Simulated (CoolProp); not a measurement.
Properties of dimethyl ether along the isotherm 432 K.

Values from CoolProp's reference Helmholtz-energy equation of state, Wu 2011.

```csv
p (MPa),phase,Z,cv (kJ/(kg K)),speed of sound (m/s),expansivity (1/kK),fugacity coefficient
0.296,gas,0.9843,1.655,290.4,2.433,0.9844
0.593,gas,0.9683,1.662,286.7,2.561,0.9690
0.889,gas,0.9522,1.670,282.9,2.701,0.9537
1.19,gas,0.9355,1.678,279.0,2.856,0.9384
1.48,gas,0.9193,1.686,275.3,3.020,0.9237
1.78,gas,0.9021,1.695,271.3,3.206,0.9086
2.08,gas,0.8847,1.705,267.3,3.413,0.8937
2.37,gas,0.8674,1.714,263.3,3.634,0.8794
2.67,gas,0.8492,1.725,259.1,3.890,0.8647
```
